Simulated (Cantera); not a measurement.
A Cantera script and what it prints.

```python
import numpy as np
import cantera as ct

gas_names = """
    B BH BH2 BH3 BN BO BO2 B2 B2O B2O2 B2O3 B3O3H3 H HBO HBO2 HNO HNO2 HNO3 HO2 H2 H2O H2O2 H3B3O6 N NH
    NH2 NH3 NH2OH NO NO2 NO3 N2 N2H2 N2H4 N2O O OH O2 O3
""".split()
cond_names = """
    B(b) B(L) BN(s) B2O3(L) B3O3H3(cr) H2O(s) H2O(L)
""".split()


def load(file, names, dense=False):
    # The tables refer to 1 bar. Condensed volumes are neglected.
    table = {s.name: s for s in ct.Species.list_from_file(file)}
    out = []
    for n in names:
        d = dict(table[n].input_data)
        d["thermo"] = dict(d["thermo"], **{"reference-pressure": 1e5})
        if dense:
            d["equation-of-state"] = {"model": "constant-volume", "density": "1e6 g/cm^3"}
        out.append(ct.Species.from_dict(d))
    return out


gas = ct.Solution(thermo="ideal-gas", species=load("nasa_gas.yaml", gas_names))
cond = {s.name: ct.Solution(thermo="fixed-stoichiometry", species=[s], name=s.name)
        for s in load("nasa_condensed.yaml", cond_names, dense=True)}
atoms = {
    'B2O3': {'B': 2, 'O': 3},
    'N2': {'N': 2},
    'H2': {'H': 2},
    'NH3': {'N': 1, 'H': 3},
}
top_T = {'BN(s)': 3200}  # K; cautious upper limits of use, not melting points


def equilibrate(T, P, feed):
    n = {}
    for name, mol in feed.items():
        for a, k in atoms[name].items():
            n[a] = n.get(a, 0.0) + k * mol
    gas.TPX = T, P, n
    mass = sum(n.values()) * gas.mean_molecular_weight
    gas.equilibrate("TP")
    valid = [c for c in cond.values() if c.min_temp <= T <= top_T.get(c.name, c.max_temp)]
    mix = ct.Mixture([(gas, mass / gas.mean_molecular_weight)] + [(c, 0.0) for c in valid])
    mix.T, mix.P = T, P
    mix.equilibrate("TP", solver="vcs", rtol=1e-11, max_steps=5000)
    return mix


results = []
feed = {'B2O3': 1, 'N2': 0.74, 'H2': 6.3, 'NH3': 2.2}  # mol
P = 320  # Pa
for T in [975, 1050, 1125, 1200, 1275, 1350, 1425, 1500, 1575, 1650, 1725]:
    mix = equilibrate(T, P, feed)
    results.append((T, P, feed, dict(zip(mix.species_names, mix.species_moles))))

top = {s: max(r[3][s] / sum(r[3][g] for g in gas_names) for r in results) for s in gas_names}
cols = sorted((s for s in top if top[s] > 1e-06), key=lambda s: -top[s])[:6]
seen = [c for c in cond_names if any(r[3].get(c, 0) > 1e-12 for r in results)]
print("log10 of partial pressures in bar; condensed amounts in mol")
print(f"{'T/K':>10s}" + "".join(f"{s[:9]:>10s}" for s in cols + seen))
for T, P, feed, n in results:
    ng = sum(n[g] for g in gas_names)
    print(f"{T:10.4g}" + "".join(f"{np.log10(max(n[s] / ng * P / 1e5, 1e-99)):10.3f}" for s in cols)
          + "".join(f"{n.get(c, 0):10.4g}" for c in seen))
```

It prints:

```
log10 of partial pressures in bar; condensed amounts in mol
       T/K        H2        N2      B2O3      HBO2       HBO      B2O2     BN(s)   B2O3(L)
       975    -2.571    -3.289   -12.009    -7.654   -10.002   -15.593  0.005038    0.9974
      1050    -2.571    -3.289   -10.487    -6.994    -8.881   -13.551  0.004993    0.9973
      1125    -2.571    -3.289    -9.176    -6.428    -7.913   -11.787  0.005152    0.9967
      1200    -2.571    -3.289    -8.036    -5.939    -7.069   -10.250  0.005835    0.9948
      1275    -2.572    -3.289    -7.036    -5.511    -6.328    -8.899  0.007517    0.9896
      1350    -2.573    -3.290    -6.153    -5.136    -5.672    -7.702   0.01039    0.9753
      1425    -2.575    -3.292    -5.367    -4.804    -5.088    -6.635   0.01253    0.9345
      1500    -2.583    -3.296    -4.664    -4.511    -4.566    -5.677  0.002996    0.8061
      1575    -2.607    -3.312    -4.031    -4.135    -4.225    -5.055         0     0.362
      1650    -2.626    -3.325    -3.827    -3.983    -4.095    -4.852         0         0
      1725    -2.628    -3.326    -3.852    -3.957    -4.061    -4.851         0         0
```

Method: chemical equilibrium by Gibbs-energy minimisation in Cantera with the NASA 1993 tables (ideal gas, pure condensed phases). Mutual solubility and eutectic melting of coexisting phases are not modelled.
